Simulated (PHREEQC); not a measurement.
Consider water at 18 °C with 0.0067 mol/kgw K2CO3. Closed to the air; pH follows from the charge balance.

Equilibrium calculation in PHREEQC: ion-association model, phreeqc.dat.

```yaml
pH: 11.09
ionic_strength: 0.0193 mol/kgw
specific_conductance: 1500 µS/cm
total_alkalinity: 13.4 meq/kg
```

| species | molality | activity | log γ |
|---|---|---|---|
| K+ | 0.0134 | 0.0117 | -0.060 |
| CO3-2 | 0.00588 | 0.00351 | -0.225 |
| OH- | 0.000815 | 0.000709 | -0.060 |
| HCO3- | 0.000815 | 0.000716 | -0.056 |
| CO2 | 1.46e-8 | 1.46e-8 | 0.002 |

This is a speciation only: nothing precipitates in the calculation.
